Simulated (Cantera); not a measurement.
Cantera with NASA thermochemical tables; ideal gases at 1 bar, condensed phases pure. Values are per mole of reaction as written; species without (g) are pure solids or liquids, kept so even where they would boil at 1 bar.

3 NO2(g) + Cr2N = 2 N2(g) + 2 CrO3(g)

```
T (K)  ΔH° (kJ)  ΔS° (J/K)  ΔG° (kJ)  log10 K
-----  --------  ---------  --------  -------
300      -562.8      130.1    -601.9   104.79
1698     -599.3       94.8    -760.4    23.39
1723        ___        ___       ___      ___
1748        ___        ___       ___      ___
1773     -602.9       92.8    -767.4    22.61
1798     -604.2       92.1    -769.7    22.36
1823     -605.4       91.4    -772.0    22.12
1848     -606.7       90.7    -774.3    21.89
```

What belongs in the gaps?


- 1723, ΔH° (kJ): -600.5
- 1723, ΔS° (J/K): 94.1
- 1723, ΔG° (kJ): -762.7
- 1723, log10 K: 23.12
- 1748, ΔH° (kJ): -601.7
- 1748, ΔS° (J/K): 93.5
- 1748, ΔG° (kJ): -765.1
- 1748, log10 K: 22.86
